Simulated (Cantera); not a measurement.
A closed system holds: 1 mol Si₃N₄, a varied amount of CO₂, 16 mol N₂, at 1750 °C and 1.33 mbar.

Equilibrium computed with Cantera from the NASA thermochemical tables; the gas is ideal and each condensed phase is pure. Candidate condensed phases: C, Si, SiC, SiO₂, Si₂N₂O, Si₃N₄; 34 gas species. Mutual solubility and eutectic melting of coexisting phases are not modelled. The tables' values for SiN are old estimates; treat these amounts as uncertain. Equilibrium is a limit: real reactors are often held back by kinetics, nucleation or transport.

Q: At 0.81 mol CO₂, list the 4 most abundant gas species with their mole fractions, and the condensed phases.

A: N₂ 0.876, SiO 0.0579, Si 0.0427, CO 0.0210. Condensed: Si(l) + SiC(s).
